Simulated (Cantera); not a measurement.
Formation from one mole of Cl2

Cantera with NASA thermochemical tables; ideal gases at 1 bar, condensed phases pure. Values are per mole of reaction as written; species without (g) are pure solids or liquids, kept so even where they would boil at 1 bar.

2 Cu + Cl2(g) ⇌ 0.6667 Cu3Cl3(g)

```json
[
 {"T (K)": "573", "ΔH° (kJ)": "-172.7", "ΔS° (J/K)": "-3.6", "ΔG° (kJ)": "-170.6", "log10 K": "15.55"},
 {"T (K)": "598", "ΔH° (kJ)": "-172.7", "ΔS° (J/K)": "-3.7", "ΔG° (kJ)": "-170.5", "log10 K": "14.89"},
 {"T (K)": "623", "ΔH° (kJ)": "-172.8", "ΔS° (J/K)": "-3.8", "ΔG° (kJ)": "-170.4", "log10 K": "14.29"},
 {"T (K)": "648", "ΔH° (kJ)": "-172.8", "ΔS° (J/K)": "-3.9", "ΔG° (kJ)": "-170.3", "log10 K": "13.73"},
 {"T (K)": "673", "ΔH° (kJ)": "-172.9", "ΔS° (J/K)": "-4.0", "ΔG° (kJ)": "-170.2", "log10 K": "13.21"}
]
```

2 Li + Cl2(g) ⇌ 2 LiCl(g)

| T (K) | ΔH° (kJ) | ΔS° (J/K) | ΔG° (kJ) | log10 K |
|---|---|---|---|---|
| 573 | -403.5 | 117.2 | -470.7 | 42.90 |
| 598 | -404.1 | 116.3 | -473.6 | 41.37 |
| 623 | -404.6 | 115.3 | -476.5 | 39.95 |
| 648 | -405.2 | 114.4 | -479.3 | 38.64 |
| 673 | -405.7 | 113.6 | -482.2 | 37.42 |

2 Al + Cl2(g) ⇌ 2 AlCl(g)

| T (K) | ΔH° (kJ) | ΔS° (J/K) | ΔG° (kJ) | log10 K |
|---|---|---|---|---|
| 573 | -107.3 | 166.0 | -202.4 | 18.45 |
| 598 | -107.8 | 165.3 | -206.6 | 18.04 |
| 623 | -108.2 | 164.5 | -210.7 | 17.67 |
| 648 | -108.7 | 163.7 | -214.8 | 17.31 |
| 673 | -109.2 | 162.9 | -218.9 | 16.99 |

Fe + Cl2(g) ⇌ FeCl2

```
T (K)  ΔH° (kJ)  ΔS° (J/K)  ΔG° (kJ)  log10 K
-----  --------  ---------  --------  -------
573      -337.4     -121.8    -267.6    24.39
598      -337.0     -121.2    -264.6    23.11
623      -336.7     -120.6    -261.6    21.93
648      -336.3     -120.0    -258.5    20.84
673      -336.0     -119.5    -255.6    19.83
```
